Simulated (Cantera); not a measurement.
What does this Cantera script print?

```python
import numpy as np
import cantera as ct

gas_names = """
    CL CL2 H HCL H2 N NH NH2 NH3 N2 N2H2 N2H4 Si SiCL SiCL2 SiCL3 SiCL4 SiH SiHCL3 SiH2 SiH2CL2 SiH3
    SiH3CL SiH4 SiN Si2 Si2N Si3
""".split()
cond_names = """
    NH4CL(a) NH4CL(b) Si(cr) Si(L) Si3N4(a)
""".split()


def load(file, names, dense=False):
    # The tables refer to 1 bar. Condensed volumes are neglected.
    table = {s.name: s for s in ct.Species.list_from_file(file)}
    out = []
    for n in names:
        d = dict(table[n].input_data)
        d["thermo"] = dict(d["thermo"], **{"reference-pressure": 1e5})
        if dense:
            d["equation-of-state"] = {"model": "constant-volume", "density": "1e6 g/cm^3"}
        out.append(ct.Species.from_dict(d))
    return out


gas = ct.Solution(thermo="ideal-gas", species=load("nasa_gas.yaml", gas_names))
cond = {s.name: ct.Solution(thermo="fixed-stoichiometry", species=[s], name=s.name)
        for s in load("nasa_condensed.yaml", cond_names, dense=True)}
atoms = {
    'SiH2Cl2': {'Si': 1, 'H': 2, 'CL': 2},
    'HCl': {'H': 1, 'CL': 1},
    'N2': {'N': 2},
}
top_T = {'Si3N4(a)': 2400}  # K; cautious upper limits of use, not melting points


def equilibrate(T, P, feed):
    n = {}
    for name, mol in feed.items():
        for a, k in atoms[name].items():
            n[a] = n.get(a, 0.0) + k * mol
    gas.TPX = T, P, n
    mass = sum(n.values()) * gas.mean_molecular_weight
    gas.equilibrate("TP")
    valid = [c for c in cond.values() if c.min_temp <= T <= top_T.get(c.name, c.max_temp)]
    mix = ct.Mixture([(gas, mass / gas.mean_molecular_weight)] + [(c, 0.0) for c in valid])
    mix.T, mix.P = T, P
    mix.equilibrate("TP", solver="vcs", rtol=1e-11, max_steps=5000)
    return mix


results = []
T = 1098  # K
P = 100000  # Pa
for m in [8.6, 15, 27, 49, 87, 160, 280]:
    feed = {'SiH2Cl2': 1, 'HCl': 1.2, 'N2': m}  # mol
    mix = equilibrate(T, P, feed)
    results.append((T, P, feed, dict(zip(mix.species_names, mix.species_moles))))

top = {s: max(r[3][s] / sum(r[3][g] for g in gas_names) for r in results) for s in gas_names}
cols = sorted((s for s in top if top[s] > 0.001), key=lambda s: -top[s])[:7]
seen = [c for c in cond_names if any(r[3].get(c, 0) > 1e-12 for r in results)]
print("log10 of partial pressures in bar; condensed amounts in mol")
print(f"{'n(N2)':>10s}" + "".join(f"{s[:9]:>10s}" for s in cols + seen))
for T, P, feed, n in results:
    ng = sum(n[g] for g in gas_names)
    print(f"{feed['N2']:10.4g}" + "".join(f"{np.log10(max(n[s] / ng * P / 1e5, 1e-99)):10.3f}" for s in cols)
          + "".join(f"{n.get(c, 0):10.4g}" for c in seen))
```

It prints:

```
log10 of partial pressures in bar; condensed amounts in mol
     n(N2)        N2       HCL        H2     SiCL4  Si3N4(a)
       8.6    -0.129    -0.807    -1.172    -1.475    0.2094
        15    -0.078    -0.976    -1.409    -1.712    0.2197
        27    -0.045    -1.174    -1.680    -1.983    0.2306
        49    -0.025    -1.389    -1.971    -2.274    0.2415
        87    -0.015    -1.605    -2.262    -2.564    0.2515
       160    -0.008    -1.841    -2.578    -2.880    0.2616
       280    -0.005    -2.063    -2.874    -3.176    0.2702
```

These are equilibrium values from Cantera (NASA tables, ideal gas, pure condensed phases), not measurements of a reactor. N2 is the only nitrogen source here; it is nearly inert below about 1500 K, so the nitride shown seldom forms there in practice. The tables' values for SiCl3 are old estimates; treat these amounts as uncertain.
